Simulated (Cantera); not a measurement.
Feed: 1 mol C, 0.026 mol NH₃, 0.91 mol H₂, held at 800 K and 0.225 Torr.

Cantera equilibrium calculation (NASA polynomials, part measured and part estimated; ideal gas, pure solids and liquids). Candidate condensed phases: C, C₆H₆, C₇H₈, C₈H₁₈; 92 gas species. Kinetics and transport are ignored.

### Question
What is the equilibrium state?

### Answer
```
Quantity             Value
--------------  ----------
x(H₂)                0.986
x(N₂)               0.0135
x(CH₄)            0.000392
n(C(graphite))   1.000 mol
gas amount      0.9616 mol
```
